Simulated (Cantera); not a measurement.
**Thermodynamics of tantalum, niobium, vanadium and zirconium in process gases, feed V + H₂O + H₂**

Input: 1 mol V, 5 mol H₂O, 4.1 mol H₂, at 1000 Pa.

Cantera equilibrium calculation (NASA polynomials, part measured and part estimated; ideal gas, pure solids and liquids). Candidate condensed phases: H₂O, V, VO, V₂O₃, V₂O₄, V₂O₅; 12 gas species. Condensed phases not in the tables: the oxides between V₂O₃ and V₂O₅ other than VO₂. Equilibrium is a limit: real reactors are often held back by kinetics, nucleation or transport.

From 898 K to 2098 K the condensed part is V₂O₃(s). From 2248 K to 2848 K nothing is condensed.

```json
[
 {"T (K)": "898", "x H₂": "0.615", "x H": "8.58e-10", "x H₂O": "0.385", "x VO₂": "<1e-12", "x O": "<1e-12", "x OH": "<1e-12", "x O₂": "<1e-12", "n V₂O₃(s)": "0.500"},
 {"T (K)": "1048", "x H₂": "0.615", "x H": "6.06e-8", "x H₂O": "0.385", "x VO₂": "<1e-12", "x O": "<1e-12", "x OH": "1.19e-10", "x O₂": "<1e-12", "n V₂O₃(s)": "0.500"},
 {"T (K)": "1198", "x H₂": "0.615", "x H": "1.49e-6", "x H₂O": "0.385", "x VO₂": "3.12e-11", "x O": "<1e-12", "x OH": "7.36e-9", "x O₂": "<1e-12", "n V₂O₃(s)": "0.500"},
 {"T (K)": "1348", "x H₂": "0.615", "x H": "1.81e-5", "x H₂O": "0.385", "x VO₂": "6.74e-9", "x O": "5.04e-12", "x OH": "1.83e-7", "x O₂": "1.52e-12", "n V₂O₃(s)": "0.500"},
 {"T (K)": "1498", "x H₂": "0.615", "x H": "0.000135", "x H₂O": "0.385", "x VO₂": "4.81e-7", "x O": "4.54e-10", "x OH": "2.39e-6", "x O₂": "1.33e-10", "n V₂O₃(s)": "0.500"},
 {"T (K)": "1648", "x H₂": "0.615", "x H": "0.000698", "x H₂O": "0.384", "x VO₂": "1.53e-5", "x O": "1.82e-8", "x OH": "1.96e-5", "x O₂": "5.15e-9", "n V₂O₃(s)": "0.500"},
 {"T (K)": "1798", "x H₂": "0.613", "x H": "0.00276", "x H₂O": "0.384", "x VO₂": "0.000266", "x O": "3.95e-7", "x OH": "0.000113", "x O₂": "1.09e-7", "n V₂O₃(s)": "0.499"},
 {"T (K)": "1948", "x H₂": "0.608", "x H": "0.00881", "x H₂O": "0.380", "x VO₂": "0.00291", "x O": "5.35e-6", "x OH": "0.000498", "x O₂": "1.45e-6", "n V₂O₃(s)": "0.487"},
 {"T (K)": "2098", "x H₂": "0.594", "x H": "0.0237", "x H₂O": "0.359", "x VO₂": "0.0217", "x O": "4.84e-5", "x OH": "0.00170", "x O₂": "1.25e-5", "n V₂O₃(s)": "0.397"},
 {"T (K)": "2248", "x H₂": "0.559", "x H": "0.0549", "x H₂O": "0.285", "x VO₂": "0.0944", "x O": "0.000284", "x OH": "0.00420", "x O₂": "6.09e-5", "n V₂O₃(s)": "0"},
 {"T (K)": "2398", "x H₂": "0.514", "x H": "0.113", "x H₂O": "0.267", "x VO₂": "0.0905", "x O": "0.00158", "x OH": "0.0108", "x O₂": "0.000341", "n V₂O₃(s)": "0"},
 {"T (K)": "2548", "x H₂": "0.445", "x H": "0.206", "x H₂O": "0.230", "x VO₂": "0.0840", "x O": "0.00705", "x OH": "0.0233", "x O₂": "0.00149", "n V₂O₃(s)": "0"},
 {"T (K)": "2698", "x H₂": "0.355", "x H": "0.336", "x H₂O": "0.164", "x VO₂": "0.0740", "x O": "0.0240", "x OH": "0.0397", "x O₂": "0.00447", "n V₂O₃(s)": "0"},
 {"T (K)": "2848", "x H₂": "0.252", "x H": "0.485", "x H₂O": "0.0842", "x VO₂": "0.0609", "x O": "0.0571", "x OH": "0.0475", "x O₂": "0.00763", "n V₂O₃(s)": "0"}
]
```
x: gas mole fraction; n: condensed amount in mol.
